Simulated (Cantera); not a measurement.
A closed system holds: 1 mol c-C4F8, 0.098 mol HCl, held at 13300 Pa.

Cantera equilibrium calculation (NASA polynomials, part measured and part estimated; ideal gas, pure solids and liquids). Candidate condensed phases: C, C6H6, C7H8, C8H18; 118 gas species. The feed counts by its element totals alone. Gases not in the tables: C2F6 and larger saturated fluorocarbons. Equilibrium is a limit: real reactors are often held back by kinetics, nucleation or transport.

Q: At 1225 K, list the 7 most abundant gas species with their mole fractions, and the condensed phases.

A: CF4 0.928, HF 0.0391, Cl2 0.0133, CClF3 0.0103, HCl 0.00721, Cl 0.00193, CCl2F2 0.000115. Condensed: C(graphite).
